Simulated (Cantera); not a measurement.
Input (Python, Cantera) and output of one run.

```python
import numpy as np
import cantera as ct

gas_names = """
    AL ALO ALO2 AL2 AL2O AL2O2 O O2 O3
""".split()
cond_names = """
    AL(cr) AL(L) AL2O3(a) AL2O3(L)
""".split()


def load(file, names, dense=False):
    # The tables refer to 1 bar. Condensed volumes are neglected.
    table = {s.name: s for s in ct.Species.list_from_file(file)}
    out = []
    for n in names:
        d = dict(table[n].input_data)
        d["thermo"] = dict(d["thermo"], **{"reference-pressure": 1e5})
        if dense:
            d["equation-of-state"] = {"model": "constant-volume", "density": "1e6 g/cm^3"}
        out.append(ct.Species.from_dict(d))
    return out


gas = ct.Solution(thermo="ideal-gas", species=load("nasa_gas.yaml", gas_names))
cond = {s.name: ct.Solution(thermo="fixed-stoichiometry", species=[s], name=s.name)
        for s in load("nasa_condensed.yaml", cond_names, dense=True)}
atoms = {
    'Al2O3': {'AL': 2, 'O': 3},
    'O2': {'O': 2},
}
top_T = {}  # K; cautious upper limits of use, not melting points


def equilibrate(T, P, feed):
    n = {}
    for name, mol in feed.items():
        for a, k in atoms[name].items():
            n[a] = n.get(a, 0.0) + k * mol
    gas.TPX = T, P, n
    mass = sum(n.values()) * gas.mean_molecular_weight
    gas.equilibrate("TP")
    valid = [c for c in cond.values() if c.min_temp <= T <= top_T.get(c.name, c.max_temp)]
    mix = ct.Mixture([(gas, mass / gas.mean_molecular_weight)] + [(c, 0.0) for c in valid])
    mix.T, mix.P = T, P
    mix.equilibrate("TP", solver="vcs", rtol=1e-11, max_steps=5000)
    return mix


results = []
feed = {'Al2O3': 1, 'O2': 2.4}  # mol
P = 250  # Pa
for T in [1198, 1298, 1398, 1498, 1598, 1698, 1798, 1898, 1998, 2098, 2198, 2298, 2398, 2498]:
    mix = equilibrate(T, P, feed)
    results.append((T, P, feed, dict(zip(mix.species_names, mix.species_moles))))

top = {s: max(r[3][s] / sum(r[3][g] for g in gas_names) for r in results) for s in gas_names}
cols = sorted((s for s in top if top[s] > 1e-05), key=lambda s: -top[s])[:6]
seen = [c for c in cond_names if any(r[3].get(c, 0) > 1e-12 for r in results)]
print("log10 of partial pressures in bar; condensed amounts in mol")
print(f"{'T/K':>10s}" + "".join(f"{s[:9]:>10s}" for s in cols + seen))
for T, P, feed, n in results:
    ng = sum(n[g] for g in gas_names)
    print(f"{T:10.4g}" + "".join(f"{np.log10(max(n[s] / ng * P / 1e5, 1e-99)):10.3f}" for s in cols)
          + "".join(f"{n.get(c, 0):10.4g}" for c in seen))
```

It prints:

```
log10 of partial pressures in bar; condensed amounts in mol
       T/K        O2         O       ALO  AL2O3(a)  AL2O3(L)
      1198    -2.602    -8.920   -26.385         1         0
      1298    -2.602    -8.069   -23.390         1         0
      1398    -2.602    -7.339   -20.827         1         0
      1498    -2.602    -6.705   -18.611         1         0
      1598    -2.602    -6.150   -16.675         1         0
      1698    -2.602    -5.660   -14.970         1         0
      1798    -2.603    -5.225   -13.457         1         0
      1898    -2.605    -4.835   -12.106         1         0
      1998    -2.608    -4.485   -10.891         1         0
      2098    -2.614    -4.170    -9.794         1         0
      2198    -2.625    -3.886    -8.796         1         0
      2298    -2.645    -3.631    -7.884         1         0
      2398    -2.677    -3.405    -7.084         0         1
      2498    -2.726    -3.206    -6.360         0    0.9997
```

These are equilibrium values from Cantera (NASA tables, ideal gas, pure condensed phases), not measurements of a reactor.
